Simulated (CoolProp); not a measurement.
Octamethylcyclotetrasiloxane (D4) along the isobar 0.736 MPa: fugacity coefficient from the reference equation and from simpler models built on Tc = 586.5 K, pc = 1.347 MPa, ω = 0.598; each cubic takes its own stable root.

Model: reference Helmholtz-energy equation of state, Thol 2015, in CoolProp.

```tsv
T (K)	phase	reference	van der Waals	Redlich-Kwong	Soave-Redlich-Kwong	Peng-Robinson
512.2	liquid	0.4642	0.7737	0.6470	0.4771	0.4656
523	liquid	0.5452	0.7854	0.7150	0.5605	0.5464
533.8	liquid	0.6326	0.7961	0.7607	0.6499	0.6332
544.5	liquid	0.7246	0.8060	0.7745	0.7430	0.7238
555.3	gas	0.7665	0.8153	0.7873	0.7745	0.7582
566.1	gas	0.7840	0.8240	0.7991	0.7912	0.7749
576.9	gas	0.7996	0.8321	0.8100	0.8065	0.7901
587.7	gas	0.8139	0.8396	0.8201	0.8205	0.8041
598.4	gas	0.8267	0.8467	0.8295	0.8333	0.8170
609.2	gas	0.8386	0.8534	0.8382	0.8453	0.8290
620	gas	0.8494	0.8597	0.8464	0.8564	0.8401
```

At some of these states van der Waals, Redlich-Kwong gives the other phase, because its saturation line lies elsewhere.
